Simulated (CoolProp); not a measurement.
Vapour-liquid equilibrium of o-xylene (1) + n-nonane (2) at 476.5 K; x and y are mole fractions of (1).

Computed with CoolProp (multi-fluid Helmholtz-energy mixture model, Zhou 2012 and Lemmon 2006; pair parameters Bell 2016).

```csv
x,bubble pressure (bar),y at the bubble point,dew pressure at overall composition x (bar),liquid density (mol/L)
0.05,3.453,0.061,3.445,4.421
0.2,3.585,0.232,3.561,4.680
0.35,3.697,0.387,3.671,4.967
0.5,3.785,0.531,3.768,5.287
0.65,3.847,0.668,3.841,5.645
0.8,3.881,0.804,3.880,6.048
0.95,3.881,0.949,3.881,6.504
```

y crosses x between x = 0.8 and 0.95: the model has an azeotrope there.

The pair parameters rest on a limited set of measurements; away from them the model extrapolates.
